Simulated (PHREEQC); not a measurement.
# Copper plating or etch bath (model solution)

A solution holds 0.02 mol CuCl2, 0.61 mol HCl and 0.00035 mol H3BO3 per kg of water, at 25 °C. Closed to the air; pH follows from the charge balance.

Model: ion-association model, phreeqc.dat, run in PHREEQC.

```yaml
pH: 0.34
ionic_strength: 0.657 mol/kgw
activity_of_water: 0.978
specific_conductance: 180000 µS/cm
density: 1.010 g/cm³
total_alkalinity: -610 meq/kg
```

```json
[
 {"species": "Cl-", "molality": "0.643", "activity": "0.407", "log γ": "-0.199"},
 {"species": "H+", "molality": "0.610", "activity": "0.461", "log γ": "-0.122"},
 {"species": "Cu+2", "molality": "0.0138", "activity": "0.00319", "log γ": "-0.637"},
 {"species": "CuCl+", "molality": "0.00553", "activity": "0.00349", "log γ": "-0.200"},
 {"species": "CuCl2", "molality": "0.000655", "activity": "0.000762", "log γ": "0.066"},
 {"species": "H3BO3", "molality": "0.000350", "activity": "0.000407", "log γ": "0.066"},
 {"species": "CuCl3-", "molality": "1.74e-6", "activity": "1.10e-6", "log γ": "-0.200"},
 {"species": "CuCl4-2", "molality": "1.15e-8", "activity": "2.24e-9", "log γ": "-0.709"}
]
```

This is a speciation only: nothing precipitates in the calculation.
